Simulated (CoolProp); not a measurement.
Carbon monoxide along the isobar 914 kPa: Z from the reference equation and from simpler models built on Tc = 132.9 K, pc = 3498 kPa, ω = 0.050; each cubic takes its own stable root.

Model: reference Helmholtz-energy equation of state, Lemmon 2006, in CoolProp. It is a short technical equation, of lower accuracy than the large ones.

```json
[
 {"T (K)": "76.4", "phase": "liquid", "reference": "0.04930"},
 {"T (K)": "81.5", "phase": "liquid", "reference": "0.04747"},
 {"T (K)": "86.5", "phase": "liquid", "reference": "0.04601"},
 {"T (K)": "91.6", "phase": "liquid", "reference": "0.04482"},
 {"T (K)": "96.7", "phase": "liquid", "reference": "0.04394"},
 {"T (K)": "101.7", "phase": "liquid", "reference": "0.04339"},
 {"T (K)": "106.8", "phase": "liquid", "reference": "0.04320"},
 {"T (K)": "111.9", "phase": "gas", "reference": "0.8331"},
 {"T (K)": "117", "phase": "gas", "reference": "0.8578"},
 {"T (K)": "122", "phase": "gas", "reference": "0.8768"},
 {"T (K)": "127.1", "phase": "gas", "reference": "0.8925"},
 {"T (K)": "132.2", "phase": "gas", "reference": "0.9055"},
 {"T (K)": "137.3", "phase": "gas", "reference": "0.9164"},
 {"T (K)": "142.3", "phase": "gas", "reference": "0.9256"},
 {"T (K)": "147.4", "phase": "gas", "reference": "0.9336"},
 {"T (K)": "152.5", "phase": "gas", "reference": "0.9405"}
]
```

**Question.** How far does each simpler model (van der Waals, Redlich-Kwong) lie from the reference over these 16 states: mean and median of the absolute difference, and the worst?

**Answer.** 
- van der Waals: mean 244.8 %, median 3.5 %, worst +1866.2 % at 106.8 K and 914 kPa
- Redlich-Kwong: mean 0.7 %, median 0.2 %, worst +3.9 % at 106.8 K and 914 kPa

At some of these states van der Waals gives the other phase, because its saturation line lies elsewhere.
